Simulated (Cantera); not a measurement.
Input (Python, Cantera) and output of one run.

```python
import numpy as np
import cantera as ct

gas_names = """
    NO ZrO2 N
""".split()
cond_names = """
    Zr(a) Zr(b) Zr(L)
""".split()


def load(file, names, dense=False):
    # The tables refer to 1 bar. Condensed volumes are neglected.
    table = {s.name: s for s in ct.Species.list_from_file(file)}
    out = []
    for n in names:
        d = dict(table[n].input_data)
        d["thermo"] = dict(d["thermo"], **{"reference-pressure": 1e5})
        if dense:
            d["equation-of-state"] = {"model": "constant-volume", "density": "1e6 g/cm^3"}
        out.append(ct.Species.from_dict(d))
    return out


species = {s.name: s for s in load("nasa_gas.yaml", gas_names) + load("nasa_condensed.yaml", cond_names)}
# Each term lists the table entries of one substance; the one whose range holds T is used.
reactions = {
    '2 NO(g) + Zr = ZrO2(g) + 2 N(g)':
        [(-2, ['NO']), (-1, ['Zr(a)', 'Zr(b)', 'Zr(L)']), (1, ['ZrO2']), (2, ['N'])],
}


def pick(names, T):
    return next(species[n] for n in names if species[n].thermo.min_temp <= T <= species[n].thermo.max_temp)


results = []
for label, terms in reactions.items():
    print(label)
    print("     T/K   dH/kJ  dS/(J/K)   dG/kJ   log10 K")
    for T in [625, 675, 725, 775, 825, 875, 925, 975]:
        used = [(nu, pick(names, T)) for nu, names in terms]
        dH = sum(nu * s.thermo.h(T) for nu, s in used) / 1e6
        dS = sum(nu * s.thermo.s(T) for nu, s in used) / 1e3
        dG = dH - T * dS / 1e3
        logK = -dG * 1e6 / (ct.gas_constant * T * np.log(10))
        results.append((label, T, dH, dS, dG, logK, [s.name for _, s in used]))
        print(f"{T:8g} {dH:8.1f} {dS:8.1f} {dG:8.1f} {logK:8.2f}")
```

Result:

```
2 NO(g) + Zr = ZrO2(g) + 2 N(g)
     T/K   dH/kJ  dS/(J/K)   dG/kJ   log10 K
     625    478.3    123.6    401.0   -33.51
     675    478.5    124.0    394.8   -30.55
     725    478.7    124.3    388.6   -28.00
     775    478.9    124.5    382.4   -25.77
     825    479.0    124.6    376.2   -23.82
     875    479.1    124.7    369.9   -22.08
     925    479.1    124.7    363.7   -20.54
     975    479.1    124.7    357.5   -19.15
```

Source: NASA polynomial tables (part measured, part estimated), evaluated in Cantera. Condensed species are held in their standard states even where they would react or evaporate.
